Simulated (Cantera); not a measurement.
Input (Python, Cantera) and output of one run.

```python
import numpy as np
import cantera as ct

gas_names = [...]  # 151 gases of nasa_gas.yaml made of C, H, N, O, Si
cond_names = """
    C(gr) C6H6(L) C7H8(L) C8H18(L),n-octa H2O(s) H2O(L) Si(cr) Si(L) SiC(b) SiO2(Lqz) SiO2(hqz) SiO2(L)
    Si2N2O(s) Si3N4(a)
""".split()


# ... load() reads the species with a 1 bar reference pressure and builds the phases ...
atoms = {
    'TEOS': {'Si': 1, 'C': 8, 'H': 20, 'O': 4},
    'CO2': {'C': 1, 'O': 2},
    'N2': {'N': 2},
}
top_T = {'C(gr)': 4500, 'SiC(b)': 3050, 'Si2N2O(s)': 2100, 'Si3N4(a)': 2400}  # K; cautious upper limits of use, not melting points


# ... equilibrate(T, P, feed) seeds the gas with the atoms and calls Mixture.equilibrate('TP', solver="vcs", rtol=1e-11, max_steps=5000) ...
results = []
feed = {'TEOS': 1, 'CO2': 0.22, 'N2': 51}  # mol
T = 2050  # K
P = 66000  # Pa
mix = equilibrate(T, P, feed)
results.append((T, P, feed, dict(zip(mix.species_names, mix.species_moles))))
x = sorted(zip(gas.X, gas.species_names), reverse=True)
print(f"T = {T:g} K  P = {P:g} Pa  gas = {mix.phase_moles(0):.4g} mol")
print("   x: " + "  ".join(f"{s} {v:.3e}" for v, s in x if v > 1e-06))
print("   condensed (mol): " + ("  ".join(f"{mix.phase(i).name} {mix.phase_moles(i):.4g}"
      for i in range(1, mix.n_phases) if mix.phase_moles(i) > 1e-12) or "none"))
```

Output:

```
T = 2050 K  P = 66000 Pa  gas = 65.48 mol
   x: N2 7.757e-01  H2 1.488e-01  CO 6.711e-02  HCN 6.070e-03  H 1.077e-03  SiO 6.997e-04  HNC 3.768e-04  C2H2,acetylene 1.580e-04  Si 7.689e-06  CH4 5.450e-06  C2N2 2.232e-06  SiH 1.458e-06  SiH2 1.369e-06  SiN 1.275e-06  CN 1.157e-06
   condensed (mol): C(gr) 2.429  SiC(b) 0.9533
```

Equilibrium computed with Cantera from the NASA thermochemical tables; the gas is ideal and each condensed phase is pure. The feed counts by its element totals alone.
